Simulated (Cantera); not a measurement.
Charge: 1 mol SiH2Cl2, 2.1 mol N2.

Cantera equilibrium calculation (NASA polynomials, part measured and part estimated; ideal gas, pure solids and liquids). Candidate condensed phases: NH4Cl, Si, Si3N4; 28 gas species. N2 is the only nitrogen source here; it is nearly inert below about 1500 K, so the nitride shown seldom forms there in practice. The tables' values for SiCl3 are old estimates. The numbers say what is thermodynamically allowed, not how fast it happens.

Problem. What condenses at these points (T in K, P in Pa): (1898, 21); (1748, 85); (1798, 100000); (1898, 5); (1448, 5900); (1448, 24000)?

Solution. 
```csv
T (K),P in Pa,condensed phases,Si condensed (%)
1898,21,gas only,0.0
1748,85,Si,20.7
1798,100000,Si3N4,54.5
1898,5,gas only,0.0
1448,5900,Si3N4,73.6
1448,24000,Si3N4,75.1
```
